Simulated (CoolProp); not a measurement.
Computed with CoolProp (reference Helmholtz-energy equation of state, Thol 2017).

**Question.** For octamethyltrisiloxane (MDM), give the phase and the Z, cv (kJ/(kg K)), isothermal compressibility (1/MPa), fugacity coefficient at 575 K and 6.39 MPa.

**Answer.** 
- 575 K and 6.39 MPa: supercritical; Z 0.601, cv 2.12, isothermal compressibility 0.0242, fugacity coefficient 0.271
